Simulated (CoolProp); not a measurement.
Hexamethyldisiloxane (MM) along the isotherm 620 K: Z from the reference equation and from simpler models built on Tc = 518.7 K, pc = 19.31 bar, ω = 0.418; each cubic takes its own stable root.

Values from CoolProp's reference Helmholtz-energy equation of state, Thol 2016.

| p (bar) | phase | reference |
|---|---|---|
| 0.805 | gas | 0.9922 |
| 1.61 | gas | 0.9844 |
| 2.41 | gas | 0.9766 |
| 3.22 | gas | 0.9687 |
| 4.02 | gas | 0.9609 |
| 4.83 | gas | 0.9529 |
| 5.63 | gas | 0.9450 |
| 6.44 | gas | 0.9370 |
| 7.24 | gas | 0.9290 |
| 8.05 | gas | 0.9210 |
| 8.85 | gas | 0.9131 |
| 9.66 | gas | 0.9050 |

### Question
How far does each simpler model (Pitzer virial, van der Waals, Soave-Redlich-Kwong, Peng-Robinson) lie from the reference over these 12 states: mean and median of the absolute difference, and the worst?

### Answer
- Pitzer virial: mean 0.4 %, median 0.4 %, worst +0.8 % at 620 K and 9.66 bar
- van der Waals: mean 0.3 %, median 0.3 %, worst -0.9 % at 620 K and 9.66 bar
- Soave-Redlich-Kwong: mean 0.6 %, median 0.5 %, worst +1.1 % at 620 K and 9.66 bar
- Peng-Robinson: mean 0.3 %, median 0.3 %, worst -0.5 % at 620 K and 9.66 bar
